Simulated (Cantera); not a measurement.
Feed: 1 mol CH3SiH3, 0.15 mol C2H4, 41 mol H2, held at 0.133 bar.

These are equilibrium values from Cantera (NASA tables, ideal gas, pure condensed phases), not measurements of a reactor. Candidate condensed phases: C, C6H6, C7H8, C8H18, Si, SiC; 87 gas species. The feed counts by its element totals alone. Gases not in the tables: Si2H6 and higher silanes. Equilibrium is a limit: real reactors are often held back by kinetics, nucleation or transport.

Problem. Which condensed phases are stable at each of these points (T (°C)): 1077, 1177, 1277, 1377, 1477, 1577, 1677, 1777, 1877, 1977, 2077?

Solution. 
| T (°C) | condensed phases | Si condensed (%) |
|---|---|---|
| 1077 | C(graphite) + SiC(s) | 100.0 |
| 1177 | C(graphite) + SiC(s) | 100.0 |
| 1277 | C(graphite) + SiC(s) | 100.0 |
| 1377 | C(graphite) + SiC(s) | 100.0 |
| 1477 | C(graphite) + SiC(s) | 100.0 |
| 1577 | C(graphite) + SiC(s) | 100.0 |
| 1677 | C(graphite) + SiC(s) | 99.9 |
| 1777 | C(graphite) + SiC(s) | 99.7 |
| 1877 | C(graphite) + SiC(s) | 99.0 |
| 1977 | C(graphite) + SiC(s) | 96.3 |
| 2077 | SiC(s) | 86.8 |

From 1077 °C to 1977 °C the condensed part is C(graphite) + SiC(s). At 2077 °C the condensed part is SiC(s).
